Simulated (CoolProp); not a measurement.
Saturation properties of hydrogen chloride.

The numbers come from the reference Helmholtz-energy equation of state, Thol 2018 in CoolProp.

| T (K) | p (MPa) | liquid density (kg/m³) | vapour density (kg/m³) | enthalpy of vaporisation (kJ/kg) | liquid cp (kJ/(kg K)) |
|---|---|---|---|---|---|
| 191.9 | 0.1246 | 1176 | 2.948 | 439.7 | 1.662 |
| 197.3 | 0.1657 | 1162 | ___ | 433.7 | 1.666 |
| 202.7 | 0.2166 | 1148 | 4.930 | 427.5 | 1.673 |
| 208.1 | 0.2790 | 1134 | 6.243 | 421.0 | 1.680 |
| 213.6 | 0.3558 | 1119 | 7.844 | 414.1 | 1.690 |
| 219 | 0.4462 | 1105 | 9.707 | 407.0 | 1.702 |
| 224.4 | 0.5530 | 1089 | 11.90 | 399.6 | 1.716 |
| 229.8 | ___ | 1074 | 14.45 | 391.9 | 1.732 |
| 235.2 | 0.8235 | 1058 | ___ | 383.7 | 1.752 |
| 240.6 | 0.9910 | 1041 | 20.86 | 375.2 | 1.774 |
| 246 | ___ | 1024 | 24.82 | 366.1 | 1.801 |
| 251.4 | 1.401 | 1007 | 29.37 | 356.6 | 1.832 |
| 256.9 | 1.652 | 988.1 | 34.71 | 346.3 | 1.870 |
| 262.3 | 1.929 | 969.0 | 40.73 | 335.5 | 1.914 |
| 267.7 | 2.240 | 949.0 | 47.65 | 324.0 | 1.967 |

Task: Fill in the missing entries.

Result: 
- 197.3, vapour density (kg/m³): 3.841
- 229.8, p (MPa): 0.6782
- 235.2, vapour density (kg/m³): 17.42
- 246, p (MPa): 1.183

It boils at 188.2 K under 1 atm.
